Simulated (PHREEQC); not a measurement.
Dissolve 0.08 mol HF, 3e-05 mol (NH4)2SiF6 and 0.0012 mol HBF4 per kg of water at 25 °C. Closed to the air; pH follows from the charge balance.

Equilibrium calculation in PHREEQC: ion-association model, wateq4f.dat.

This is a speciation only: nothing precipitates in the calculation.

Question: Order these F species by the share of F that they hold, largest first: HF2-, F-, H2F2, HF, BF4-.

Answer: HF (66 %), H2F2 (19 %), F- (6.6 %), BF4- (5.6 %), HF2- (2.8 %)

The pH is 2.13 and the ionic strength 0.00807 mol/kgw. wateq4f.dat counts part of the HF as a dimer, H2F2, which phreeqc.dat doesn't know; its constant is uncertain. SiF6-2 is the database's only silicon fluoride. Real BF4- forms and hydrolyses slowly; the run takes it at equilibrium.
